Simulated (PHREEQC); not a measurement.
Model water analysis in mg/kgw, 20 °C, pH 6.29, pe 12.6:

| constituent | mg/kgw |
|---|---|
| Na | 13.6 |
| K | 0.428 |
| Ca | 15 |
| Mg | 1.1 |
| Cl | 24.9 |
| S(6) as SO4 | 18.5 |
| Alkalinity as HCO3 | 23.3 |
| N(5) as NO3 | 0.544 |
| Cd | 0.0442 |
| Zn | 0.03 |
| B | 0.0248 |

Cl is adjusted to close the charge balance.
Valence states are taken as typed.

Equilibrium calculation in PHREEQC: ion-association model, wateq4f.dat.

No solid was allowed to form.

Problem. Order these C species by the share of C that they hold, largest first: CO2, HCO3-, CaHCO3+.

Solution. CO2 (54 %), HCO3- (46 %), CaHCO3+ (0.16 %)

The pH is 6.29 and the ionic strength 0.00201 mol/kgw. Species that the database lacks are ignored.
